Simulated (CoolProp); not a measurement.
Vapour-liquid equilibrium of R1234ze(E) (1) + R227EA (2) at 5.64 kPa; x and y are mole fractions of (1).

Model: multi-fluid Helmholtz-energy mixture model, Thol 2016 and Lemmon 2016; pair parameters Bell 2023, in CoolProp.

Problem. Give the bubble temperature and the first vapour's composition at x = 0.25, 0.35, 0.45. Is there an azeotrope?

Solution. x = 0.25: 204.9 K, y = 0.293; x = 0.35: 204.6 K, y = 0.398; x = 0.45: 204.4 K, y = 0.497. No azeotrope shows between x = 0.05 and 0.95.

Pair parameters are fitted to limited data, so mixtures are less certain than the pure fluids.
